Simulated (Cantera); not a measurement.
What does this Cantera script print?

```python
import numpy as np
import cantera as ct

gas_names = [...]  # 110 gases of nasa_gas.yaml made of C, H, O
cond_names = """
    C(gr) C6H6(L) C7H8(L) C8H18(L),n-octa H2O(s) H2O(L)
""".split()


# ... load() reads the species with a 1 bar reference pressure and builds the phases ...
atoms = {
    'C3H8': {'C': 3, 'H': 8},
    'H2O': {'H': 2, 'O': 1},
    'H2': {'H': 2},
    'O2': {'O': 2},
}
top_T = {'C(gr)': 4500}  # K; cautious upper limits of use, not melting points


# ... equilibrate(T, P, feed) seeds the gas with the atoms and calls Mixture.equilibrate('TP', solver="vcs", rtol=1e-11, max_steps=5000) ...
results = []
P = 46  # Pa
for T in [2575, 2600, 2625, 2650, 2675, 2700, 2725, 2750, 2775, 2800, 2825]:
    for m in [0.16, 0.2, 0.23, 0.27, 0.32, 0.39, 0.46, 0.54, 0.64, 0.76, 0.9, 1.1, 1.3]:
        feed = {'C3H8': 1, 'H2O': m, 'H2': 1, 'O2': 0.027}  # mol
        mix = equilibrate(T, P, feed)
        results.append((T, P, feed, dict(zip(mix.species_names, mix.species_moles))))

for T, P, feed, n in results:
    print(f"{T:7g} {feed['H2O']:10.4g}  " + (" + ".join(c for c in cond_names if n.get(c, 0) > 1e-12) or "gas only"))
```

Result:

```
   2575       0.16  C(gr)
   2575        0.2  C(gr)
   2575       0.23  C(gr)
   2575       0.27  C(gr)
   2575       0.32  C(gr)
   2575       0.39  C(gr)
   2575       0.46  C(gr)
   2575       0.54  C(gr)
   2575       0.64  C(gr)
   2575       0.76  C(gr)
   2575        0.9  C(gr)
   2575        1.1  C(gr)
   2575        1.3  C(gr)
   2600       0.16  C(gr)
   2600        0.2  C(gr)
   2600       0.23  C(gr)
   2600       0.27  C(gr)
   2600       0.32  C(gr)
   2600       0.39  C(gr)
   2600       0.46  C(gr)
   2600       0.54  C(gr)
   2600       0.64  C(gr)
   2600       0.76  C(gr)
   2600        0.9  C(gr)
   2600        1.1  C(gr)
   2600        1.3  C(gr)
   2625       0.16  C(gr)
   2625        0.2  C(gr)
   2625       0.23  C(gr)
   2625       0.27  C(gr)
   2625       0.32  C(gr)
   2625       0.39  C(gr)
   2625       0.46  C(gr)
   2625       0.54  C(gr)
   2625       0.64  C(gr)
   2625       0.76  C(gr)
   2625        0.9  C(gr)
   2625        1.1  C(gr)
   2625        1.3  C(gr)
   2650       0.16  C(gr)
   2650        0.2  C(gr)
   2650       0.23  C(gr)
   2650       0.27  C(gr)
   2650       0.32  C(gr)
   2650       0.39  C(gr)
   2650       0.46  C(gr)
   2650       0.54  C(gr)
   2650       0.64  C(gr)
   2650       0.76  C(gr)
   2650        0.9  C(gr)
   2650        1.1  C(gr)
   2650        1.3  C(gr)
   2675       0.16  C(gr)
   2675        0.2  C(gr)
   2675       0.23  C(gr)
   2675       0.27  C(gr)
   2675       0.32  C(gr)
   2675       0.39  C(gr)
   2675       0.46  C(gr)
   2675       0.54  C(gr)
   2675       0.64  C(gr)
   2675       0.76  C(gr)
   2675        0.9  C(gr)
   2675        1.1  C(gr)
   2675        1.3  C(gr)
   2700       0.16  C(gr)
   2700        0.2  C(gr)
   2700       0.23  C(gr)
   2700       0.27  C(gr)
   2700       0.32  C(gr)
   2700       0.39  C(gr)
   2700       0.46  C(gr)
   2700       0.54  C(gr)
   2700       0.64  C(gr)
   2700       0.76  C(gr)
   2700        0.9  C(gr)
   2700        1.1  C(gr)
   2700        1.3  C(gr)
   2725       0.16  C(gr)
   2725        0.2  C(gr)
   2725       0.23  C(gr)
   2725       0.27  C(gr)
   2725       0.32  C(gr)
   2725       0.39  C(gr)
   2725       0.46  C(gr)
   2725       0.54  C(gr)
   2725       0.64  C(gr)
   2725       0.76  C(gr)
   2725        0.9  C(gr)
   2725        1.1  C(gr)
   2725        1.3  C(gr)
   2750       0.16  C(gr)
   2750        0.2  C(gr)
   2750       0.23  C(gr)
   2750       0.27  C(gr)
   2750       0.32  C(gr)
   2750       0.39  C(gr)
   2750       0.46  C(gr)
   2750       0.54  C(gr)
   2750       0.64  C(gr)
   2750       0.76  C(gr)
   2750        0.9  C(gr)
   2750        1.1  C(gr)
   2750        1.3  gas only
   2775       0.16  C(gr)
   2775        0.2  C(gr)
   2775       0.23  C(gr)
   2775       0.27  C(gr)
   2775       0.32  C(gr)
   2775       0.39  C(gr)
   2775       0.46  C(gr)
   2775       0.54  C(gr)
   2775       0.64  C(gr)
   2775       0.76  gas only
   2775        0.9  gas only
   2775        1.1  gas only
   2775        1.3  gas only
   2800       0.16  C(gr)
   2800        0.2  gas only
   2800       0.23  gas only
   2800       0.27  gas only
   2800       0.32  gas only
   2800       0.39  gas only
   2800       0.46  gas only
   2800       0.54  gas only
   2800       0.64  gas only
   2800       0.76  gas only
   2800        0.9  gas only
   2800        1.1  gas only
   2800        1.3  gas only
   2825       0.16  gas only
   2825        0.2  gas only
   2825       0.23  gas only
   2825       0.27  gas only
   2825       0.32  gas only
   2825       0.39  gas only
   2825       0.46  gas only
   2825       0.54  gas only
   2825       0.64  gas only
   2825       0.76  gas only
   2825        0.9  gas only
   2825        1.1  gas only
   2825        1.3  gas only
```

These are equilibrium values from Cantera (NASA tables, ideal gas, pure condensed phases), not measurements of a reactor.
